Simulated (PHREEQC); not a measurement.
**Spent oxide etchant: an equilibrium model**

Consider water at 25 °C with 68 mmol/kgw HF and 3 mmol/kgw (NH4)2SiF6. Closed to the air; pH follows from the charge balance.

Equilibrium calculation in PHREEQC: ion-association model, phreeqc.dat.

Each row changes one thing in this solution. No solid was allowed to form.

| case | pH | ionic strength (mol/kgw) | HF (mol/kgw) | F- (mol/kgw) | HF2- (mol/kgw) | NH3 (mol/kgw) | SI of Quartz (SiO2) |
|---|---|---|---|---|---|---|---|
| as made | 2.15 | 0.0168 | 0.0587 | 0.00639 | 0.00144 | 4.23e-10 | -6.82 |
| HF left out | 3.21 | 0.00914 | 0.00144 | 0.00172 | 9.53e-6 | 4.98e-9 | +0.71 |
| HF replaced by (CH3)4NF at the same molality | 5.38 | 0.0769 | 0.000331 | 0.0681 | 8.64e-5 | 6.11e-7 | (withheld) |
| 0.0072 mol/kgw KCl added | 2.15 | 0.0242 | 0.0586 | 0.00651 | 0.00146 | 4.11e-10 | -6.85 |
| (NH4)2SiF6 from 0.003 to 0.006 mol/kgw | 2.15 | 0.0260 | 0.0585 | 0.00654 | 0.00147 | (withheld) | (withheld) |
| (NH4)2SiF6 from 0.003 to 0.03 mol/kgw | 2.14 | (withheld) | 0.0577 | 0.00715 | (withheld) | 3.46e-9 | -6.00 |
| diluted 100-fold with water | 3.35 | 0.000520 | 0.000340 | 0.000519 | 6.76e-7 | 7.43e-11 | -0.54 |

Complete the blanks.


- HF replaced by (CH3)4NF at the same molality, SI of Quartz (SiO2): +0.01
- (NH4)2SiF6 from 0.003 to 0.006 mol/kgw, NH3 (mol/kgw): 8.16e-10
- (NH4)2SiF6 from 0.003 to 0.006 mol/kgw, SI of Quartz (SiO2): -6.55
- (NH4)2SiF6 from 0.003 to 0.03 mol/kgw, ionic strength (mol/kgw): 0.0987
- (NH4)2SiF6 from 0.003 to 0.03 mol/kgw, HF2- (mol/kgw): 0.00158

Complexes and solids missing from the database can't appear. Some of these states are supersaturated (in Quartz (slow to form), Chalcedony (slow to form), for instance). SiF6-2 is the database's only silicon fluoride.
